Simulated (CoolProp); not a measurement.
Vapour-liquid equilibrium of toluene (1) + p-xylene (2) at 0.536 bar; x and y are mole fractions of (1).

Model: multi-fluid Helmholtz-energy mixture model, Lemmon 2006 and Zhou 2012; pair parameters Bell 2016, in CoolProp.

Problem. Give the bubble temperature and the first vapour's composition at x = 0.05, 0.15, 0.65. Is there an azeotrope?

Solution. x = 0.05: 387.2 K, y = 0.103; x = 0.15: 383.6 K, y = 0.280; x = 0.65: 369.7 K, y = 0.809. No azeotrope shows between x = 0.05 and 0.95.

The pair parameters rest on a limited set of measurements; away from them the model extrapolates.
